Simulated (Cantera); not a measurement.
## Equilibrium for chemical vapour transport: Si + Br2 + O2 + H2O

Input: 1 mol Si, 0.027 mol Br2, 1.4 mol O2, 0.91 mol H2O, at 1.40 bar.

Cantera equilibrium calculation (NASA polynomials, part measured and part estimated; ideal gas, pure solids and liquids). Candidate condensed phases: Br2, H2O, Si, SiO2; 28 gas species. The tables hold silica as quartz up to 1696 K and as liquid above; real silica turns to tridymite and cristobalite and melts near 1996 K. Gases not in the tables: Si(OH)4. The numbers say what is thermodynamically allowed, not how fast it happens.

From 850 °C to 1400 °C the condensed part is SiO2(β-quartz).

```json
[
 {"T (°C)": "850", "log p H2O": "-0.02", "log p O2": "-0.38", "log p Br": "-2.50", "log p Br2": "-1.63", "log p HBr": "-2.19", "log p OH": "-5.45", "log p H2": "-8.47", "log p O": "-8.55", "n SiO2(β-quartz)": "1.00"},
 {"T (°C)": "900", "log p H2O": "-0.02", "log p O2": "-0.38", "log p Br": "-2.32", "log p Br2": "-1.67", "log p HBr": "-2.07", "log p OH": "-5.12", "log p H2": "-7.98", "log p O": "-8.04", "n SiO2(β-quartz)": "1.00"},
 {"T (°C)": "950", "log p H2O": "-0.03", "log p O2": "-0.38", "log p Br": "-2.16", "log p Br2": "-1.71", "log p HBr": "-1.96", "log p OH": "-4.83", "log p H2": "-7.53", "log p O": "-7.58", "n SiO2(β-quartz)": "1.00"},
 {"T (°C)": "1000", "log p H2O": "-0.03", "log p O2": "-0.38", "log p Br": "-2.03", "log p Br2": "-1.78", "log p HBr": "-1.88", "log p OH": "-4.56", "log p H2": "-7.11", "log p O": "-7.16", "n SiO2(β-quartz)": "1.00"},
 {"T (°C)": "1050", "log p H2O": "-0.03", "log p O2": "-0.38", "log p Br": "-1.91", "log p Br2": "-1.85", "log p HBr": "-1.81", "log p OH": "-4.30", "log p H2": "-6.73", "log p O": "-6.76", "n SiO2(β-quartz)": "1.00"},
 {"T (°C)": "1100", "log p H2O": "-0.03", "log p O2": "-0.38", "log p Br": "-1.81", "log p Br2": "-1.94", "log p HBr": "-1.75", "log p OH": "-4.07", "log p H2": "-6.37", "log p O": "-6.40", "n SiO2(β-quartz)": "1.00"},
 {"T (°C)": "1150", "log p H2O": "-0.03", "log p O2": "-0.38", "log p Br": "-1.73", "log p Br2": "-2.05", "log p HBr": "-1.71", "log p OH": "-3.85", "log p H2": "-6.04", "log p O": "-6.06", "n SiO2(β-quartz)": "1.00"},
 {"T (°C)": "1200", "log p H2O": "-0.03", "log p O2": "-0.38", "log p Br": "-1.67", "log p Br2": "-2.16", "log p HBr": "-1.68", "log p OH": "-3.65", "log p H2": "-5.72", "log p O": "-5.74", "n SiO2(β-quartz)": "1.00"},
 {"T (°C)": "1250", "log p H2O": "-0.03", "log p O2": "-0.38", "log p Br": "-1.62", "log p Br2": "-2.29", "log p HBr": "-1.66", "log p OH": "-3.46", "log p H2": "-5.43", "log p O": "-5.45", "n SiO2(β-quartz)": "1.00"},
 {"T (°C)": "1300", "log p H2O": "-0.03", "log p O2": "-0.38", "log p Br": "-1.58", "log p Br2": "-2.43", "log p HBr": "-1.66", "log p OH": "-3.28", "log p H2": "-5.16", "log p O": "-5.17", "n SiO2(β-quartz)": "1.00"},
 {"T (°C)": "1350", "log p H2O": "-0.03", "log p O2": "-0.38", "log p Br": "-1.55", "log p Br2": "-2.57", "log p HBr": "-1.66", "log p OH": "-3.12", "log p H2": "-4.91", "log p O": "-4.91", "n SiO2(β-quartz)": "1.00"},
 {"T (°C)": "1400", "log p H2O": "-0.03", "log p O2": "-0.38", "log p Br": "-1.52", "log p Br2": "-2.72", "log p HBr": "-1.66", "log p OH": "-2.96", "log p H2": "-4.66", "log p O": "-4.67", "n SiO2(β-quartz)": "1.00"}
]
```
log p: log10 of the partial pressure in bar; n: condensed amount in mol.
